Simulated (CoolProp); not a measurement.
The numbers come from the reference Helmholtz-energy equation of state, Bücker 2006 in CoolProp.

Q: For ethane, give the phase and the cv (kJ/(kg K)), isothermal compressibility (1/MPa), Prandtl number, fugacity coefficient at 211.6 K and 6.39 MPa; 239.1 K and 6.39 MPa; 349.4 K and 6.39 MPa.

A: 
- 211.6 K and 6.39 MPa: liquid; cv 1.46, isothermal compressibility 0.00243, Prandtl number 2.19, fugacity coefficient 0.0630
- 239.1 K and 6.39 MPa: liquid; cv 1.51, isothermal compressibility 0.00401, Prandtl number 2.08, fugacity coefficient 0.151
- 349.4 K and 6.39 MPa: supercritical; cv 1.86, isothermal compressibility 0.256, Prandtl number 1.29, fugacity coefficient 0.729

Viscosity comes from a separate model (Friend 1991). Thermal conductivity comes from a separate model (Friend 1991).
